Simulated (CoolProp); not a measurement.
Vapour-liquid equilibrium of CHF3 (R23) (1) + R143a (2) at -20.95 °C; x and y are mole fractions of (1).

Computed with CoolProp (multi-fluid Helmholtz-energy mixture model, Penoncello 2003 and Lemmon and Jacobsen 2000; pair parameters Bell 2016).

Question: Give the bubble pressure and the first vapour's composition at x = 0.05, 0.65, 0.95. Is there an azeotrope?

Answer: x = 0.05: 0.3447 MPa, y = 0.149; x = 0.65: 0.9641 MPa, y = 0.865; x = 0.95: 1.295 MPa, y = 0.982. No azeotrope shows between x = 0.05 and 0.95.

Pair parameters are fitted to limited data, so mixtures are less certain than the pure fluids.
